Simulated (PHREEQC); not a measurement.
Consider water at 45 °C with 0.0075 mol/kgw MgSO4 and 0.0027 mol/kgw ZnI2. It is in equilibrium with CO2 at log p = -2 (atm). Otherwise closed; pH follows from the charge balance.

All values are PHREEQC results (ion-association model, wateq4f.dat), not measurements.

### Question
The ionic strength comes out as 0.0254 mol/kgw. What activity coefficients do HSO4-, Zn+2, SO4-2, H+, Zn(SO4)2-2 get?

### Answer
HSO4- 0.86, Zn+2 0.55, SO4-2 0.54, H+ 0.88, Zn(SO4)2-2 0.53.

Precipitation was switched off in this run. At this temperature some constants are extrapolated from 25 °C, and those without enthalpy data are left unchanged.
